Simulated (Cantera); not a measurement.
A jet of H2 : O2 : N2 = 0.023 : 0.11 : 0.79 (molar parts), equivalence ratio 0.10 at 300 K and 75.0 Torr hits a platinum plate 3.7 cm away at a mass flux of 0.068 kg/m²/s; the plate temperature is set and raised in steps from an oxygen-covered start.

Detailed kinetics in Cantera: Deutschmann's 1995 Pt surface mechanism with GRI-Mech 3.0 gas chemistry. Catalytic surfaces can have several steady states; this one follows from the mechanism file's or the stated starting coverage.

x: mole fraction at the wall; θ: surface coverage.

| plate T (K) | wall x H2 | wall x O2 | wall x H2O | wall x OH | θ free Pt | θ O* | θ OH* |
|---|---|---|---|---|---|---|---|
| 600 | 0.00292 | 0.0957 | 0.0426 | <1e-8 | 0.0502 | 0.944 | … |
| 650 | 0.00290 | 0.0958 | 0.0423 | <1e-8 | 0.0529 | 0.943 | … |
| 700 | 0.00278 | 0.0957 | 0.0423 | <1e-8 | 0.0577 | 0.939 | … |
| 750 | 0.00237 | 0.0954 | 0.0428 | <1e-8 | 0.0716 | 0.926 | … |
| 800 | 0.00177 | 0.0948 | 0.0437 | <1e-8 | 0.102 | 0.896 | … |
| 850 | 0.00130 | 0.0944 | 0.0444 | 1.34e-8 | 0.148 | 0.850 | 0.00198 |

What belongs in the gaps?


- 600, θ OH*: 0.00620
- 650, θ OH*: 0.00416
- 700, θ OH*: 0.00300
- 750, θ OH*: 0.00242
- 800, θ OH*: 0.00215
